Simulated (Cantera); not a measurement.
Mixture: CH4 : O2 : N2 = 1 : 4.44 : 27.1 (molar parts), equivalence ratio 0.45, at 2.50 bar, adiabatic and at constant volume. Ignition delay is the time to a rise of 400 K.

Model: GRI-Mech 3.0 (53 species, 325 reactions), integrated in Cantera.

What does this change do: 1.3 parts H2 added?


| quantity | before | after |
|---|---|---|
| delay at 1173 K | 29.5 ms | 0.489 ms |
| delay at 1273 K | 7.83 ms | 0.201 ms |
| delay at 1373 K | 2.36 ms | 98.5 µs |
| delay at 1473 K | 0.810 ms | 54.8 µs |
| apparent activation energy between 1423 and 1523 K | 180 kJ/mol | 96 kJ/mol |

What does this change do: pressure from 2.50 bar to 1.01 bar?


```json
[
 {"quantity": "delay at 1173 K", "before": "29.5 ms", "after": "67.8 ms"},
 {"quantity": "delay at 1273 K", "before": "7.83 ms", "after": "16.6 ms"},
 {"quantity": "delay at 1373 K", "before": "2.36 ms", "after": "4.79 ms"},
 {"quantity": "delay at 1473 K", "before": "0.810 ms", "after": "1.63 ms"},
 {"quantity": "apparent activation energy between 1423 and 1523 K", "before": "180 kJ/mol", "after": "180 kJ/mol"}
]
```

What does this change do: 2.5 parts H2 added?


```
quantity                                                before      after
--------------------------------------------------  ----------  ---------
delay at 1173 K                                        29.5 ms   0.232 ms
delay at 1273 K                                        7.83 ms    94.7 µs
delay at 1373 K                                        2.36 ms    47.8 µs
delay at 1473 K                                       0.810 ms    28.0 µs
apparent activation energy between 1423 and 1523 K  180 kJ/mol  86 kJ/mol
```
